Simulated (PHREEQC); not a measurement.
# Acid rinse or clean: speciation

Dissolve 5.4 mmol/kgw HF and 19 mmol/kgw CaCl2 at 80 °C. It is in equilibrium with CO2 at log p = 0 (atm). Otherwise closed; pH follows from the charge balance.

The numbers come from PHREEQC with the ion-association model, phreeqc.dat.

* **pH**: 2.99
* **ionic strength**: 0.0582 mol/kgw
* **specific conductance**: 11300 µS/cm
* **density**: 0.974 g/cm³
* **total alkalinity**: -5.40 meq/kg

```
species  molality  activity   log γ
-------  --------  --------  ------
Cl-        0.0380    0.0298  -0.105
Ca+2       0.0190   0.00788  -0.382
CO2        0.0124    0.0126   0.006
HF        0.00416   0.00422   0.006
H+        0.00122   0.00102  -0.079
F-        0.00119  0.000933  -0.107
HF2-      2.13e-5   1.69e-5  -0.101
```

No solid was allowed to form. Examples of supersaturated solids here: Fluorite. Others may be too. Constants without temperature data keep their 25 °C values here.
